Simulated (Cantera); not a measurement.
Feed: 1 mol SiC, 1.3 mol O₂, 4.8 mol N₂, held at 10.0 Torr.

These are equilibrium values from Cantera (NASA tables, ideal gas, pure condensed phases), not measurements of a reactor. Candidate condensed phases: C, Si, SiC, SiO₂, Si₂N₂O, Si₃N₄; 34 gas species. N₂ is the only nitrogen source here; it is nearly inert below about 1500 K, so the nitride shown seldom forms there in practice. Mutual solubility and eutectic melting of coexisting phases are not modelled. The tables hold silica as quartz up to 1696 K and as liquid above; real silica turns to tridymite and cristobalite and melts near 1996 K. Rates play no part.

x: gas mole fraction; n: condensed amount in mol.

```csv
T (°C),x N₂,x CO,x SiO,x CO₂,x Si,x SiO₂,n C(graphite),n SiO₂(β-quartz),n Si₂N₂O(s)
827,0.889,0.111,1.19e-10,1.45e-5,<1e-12,<1e-12,0.400,1.00,0
877,0.889,0.111,3.08e-9,6.49e-6,<1e-12,<1e-12,0.400,1.00,0
927,0.824,0.176,3.06e-8,9.81e-6,<1e-12,<1e-12,0,0.733,0.133
977,0.824,0.176,2.33e-7,1.01e-5,<1e-12,<1e-12,0,0.733,0.133
1027,0.824,0.176,1.51e-6,1.05e-5,<1e-12,<1e-12,0,0.733,0.133
1077,0.824,0.176,8.51e-6,1.08e-5,<1e-12,<1e-12,0,0.733,0.133
1127,0.823,0.176,4.23e-5,1.11e-5,___,5.39e-12,0,0.733,0.133
1177,0.823,0.176,0.000187,1.14e-5,___,3.12e-11,0,0.733,0.133
1227,0.823,0.176,0.000751,1.17e-5,___,1.60e-10,0,0.732,0.132
1277,0.821,0.176,0.00275,1.19e-5,___,7.39e-10,0,0.728,0.128
1327,0.816,0.174,0.00925,1.21e-5,___,3.09e-9,0,0.716,0.116
```

### Question
Fill in the missing entries.

### Answer

- 1127, x Si: 3.65e-12
- 1177, x Si: 3.54e-11
- 1227, x Si: 2.95e-10
- 1277, x Si: 2.14e-9
- 1327, x Si: 1.37e-8
